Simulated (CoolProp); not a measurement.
Vapour-liquid equilibrium of CHF3 (R23) (1) + R227EA (2) at 222.5 K; x and y are mole fractions of (1).

Values from CoolProp's multi-fluid Helmholtz-energy mixture model, Penoncello 2003 and Lemmon 2016; pair parameters Bell 2016.

```csv
x,bubble pressure (bar),y at the bubble point,dew pressure at overall composition x (bar),liquid density (mol/L)
0.05,0.4128,0.593,0.1828,10.01
0.125,0.7943,0.801,0.1981,10.43
0.2,1.186,0.876,0.2161,10.88
0.275,1.572,0.913,0.2377,11.36
0.35,1.941,0.935,0.2642,11.88
0.425,2.288,0.949,0.2972,12.43
0.5,2.613,0.959,0.3396,13.03
0.575,2.918,0.967,0.3960,13.68
0.65,3.210,0.974,0.4749,14.39
0.725,3.498,0.980,0.5932,15.17
0.8,3.790,0.985,0.7898,16.03
0.875,4.096,0.991,1.181,16.98
0.95,4.426,0.996,2.313,18.04
```

No azeotrope shows between x = 0.05 and 0.95.

Pair parameters are fitted to limited data, so mixtures are less certain than the pure fluids.
